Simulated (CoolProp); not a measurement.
A Linde-Hampson liquefier for oxygen: isothermal reversible compression at 250 K from 1 atm to 30 MPa, throttling to 1 atm, return gas leaving the recuperator 0 K below the feed. Each further row changes one setting.

Computed with CoolProp (reference Helmholtz-energy equation of state, Schmidt 1985).

```json
[
 {"case": "as stated", "liquid yield per pass": "0.223", "compression work (kJ/kg of gas)": "352"},
 {"case": "high pressure 60 MPa", "liquid yield per pass": "?", "compression work (kJ/kg of gas)": "?"},
 {"case": "warm-end temperature 280 K", "liquid yield per pass": "?", "compression work (kJ/kg of gas)": "?"},
 {"case": "warm-end gap 5 K", "liquid yield per pass": "?", "compression work (kJ/kg of gas)": "352"}
]
```

### Question
Fill in the missing entries.

### Answer

- high pressure 60 MPa, liquid yield per pass: 0.246
- high pressure 60 MPa, compression work (kJ/kg of gas): 399
- warm-end temperature 280 K, liquid yield per pass: 0.166
- warm-end temperature 280 K, compression work (kJ/kg of gas): 402
- warm-end gap 5 K, liquid yield per pass: 0.213
